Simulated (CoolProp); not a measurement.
Saturation properties of octamethylcyclotetrasiloxane (D4).

Model: reference Helmholtz-energy equation of state, Thol 2015, in CoolProp.

| T (K) | p (MPa) | vapour density (kg/m³) | liquid cp (kJ/(kg K)) |
|---|---|---|---|
| 298.9 | 0.0001421 | 0.01696 | 1.672 |
| 311.6 | 0.0003461 | 0.03966 | 1.693 |
| 324.4 | 0.0007752 | 0.08540 | 1.716 |
| 337.2 | 0.001603 | 0.1702 | 1.741 |
| 350 | 0.003093 | 0.3170 | 1.766 |
| 362.7 | 0.005590 | 0.5546 | 1.793 |
| 375.5 | 0.009622 | ? | 1.821 |
| 388.3 | 0.01580 | ? | 1.850 |
| 401.1 | 0.02489 | ? | 1.879 |
| 413.8 | 0.03767 | 3.373 | ? |
| 426.6 | 0.05538 | ? | 1.940 |
| 439.4 | 0.07910 | 6.863 | 1.972 |
| 452.2 | 0.1101 | ? | 2.005 |
| 464.9 | 0.1495 | 12.78 | 2.038 |
| 477.7 | 0.1994 | 17.04 | 2.074 |

**Question.** Some entries are withheld; supply them.

**Answer.** 
- 375.5, vapour density (kg/m³): 0.9263
- 388.3, vapour density (kg/m³): 1.480
- 401.1, vapour density (kg/m³): 2.275
- 413.8, liquid cp (kJ/(kg K)): 1.909
- 426.6, vapour density (kg/m³): 4.872
- 452.2, vapour density (kg/m³): 9.461

It boils at 448.9 K under 1 atm.
